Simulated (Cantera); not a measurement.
An adiabatic, constant-pressure homogeneous reactor starts with 20.1 % H2, 7.75 % O2, 72.1 % N2, at 1700 K and 548 Torr.

Computed with Cantera and GRI-Mech 3.0 (53 species, 325 reactions).

One state of this run: T (K) = 2577; x H2 = 0.0528; x O2 = 0.00193; x N2O = 6.90e-8; x H2O = 0.150; x H2O2 = 4.73e-8; x NO = 0.000493. x: mole fraction; the columns are a selection and need not sum to one.

Q: Which value of t (s) does it belong to?
(A) 0.000105
(B) 0.00103
(C) 0.0467
(D) 0.00475

A: B, 0.00103
